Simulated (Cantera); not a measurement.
Feed: 1 mol Pb, 0.0094 mol O2, 4.9 mol H2, equilibrated at 1800 K and 2.70 mbar.

These are equilibrium values from Cantera (NASA tables, ideal gas, pure condensed phases), not measurements of a reactor. Candidate condensed phases: H2O, Pb, PbO, PbO2, Pb3O4; 12 gas species. Equilibrium is a limit: real reactors are often held back by kinetics, nucleation or transport.

What is the equilibrium state?


```
Property                             Result
--------------------------------  ---------
x(H2)                                 0.822
x(Pb)                                 0.169
x(H)                                0.00625
x(H2O)                              0.00317
x(OH)                               1.59e-6
x(PbO)                              1.30e-6
gas amount                        5.918 mol
log10 activity of Pb(l) (absent)      -2.77
```
